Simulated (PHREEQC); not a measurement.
Make-up at 25 °C: 0.033 mol HF, 0.00091 mol (CH3)4NF, 0.0003 mol (NH4)2SiF6 and 0.00059 mol H2SO4 per kg of water. Closed to the air; pH follows from the charge balance.

Computed with PHREEQC (ion-association model, wateq4f.dat).

| quantity | before | after |
|---|---|---|
| pH | 2.36 | 2.35 |
| ionic strength (mol/kgw) | 0.00701 | 0.0107 |
| HF (mol/kgw) | 0.0255 | 0.0254 |
| F- (mol/kgw) | 0.00423 | 0.00429 |
| H2F2 (mol/kgw) | 0.00169 | 0.00169 |
| SO4-2 (mol/kgw) | 0.000442 | 0.000440 |
| SI of Quartz (SiO2) | -5.97 | -5.30 |

Task: What was changed between the two runs?
A. (CH3)4NF from 0.00091 to 0.000819 mol/kgw
B. 0.0007 mol/kgw TMAH added
C. temperature from 25 to 45 °C
D. (NH4)2SiF6 from 0.0003 to 0.0015 mol/kgw
E. diluted 2-fold with water

Result: D, (NH4)2SiF6 from 0.0003 to 0.0015 mol/kgw

No solid was allowed to form. (CH3)4N+ isn't in the database: it is added as a free cation with an ion size of 4 Å. wateq4f.dat counts part of the HF as a dimer, H2F2, which phreeqc.dat doesn't know; its constant is uncertain. SiF6-2 is the database's only silicon fluoride.
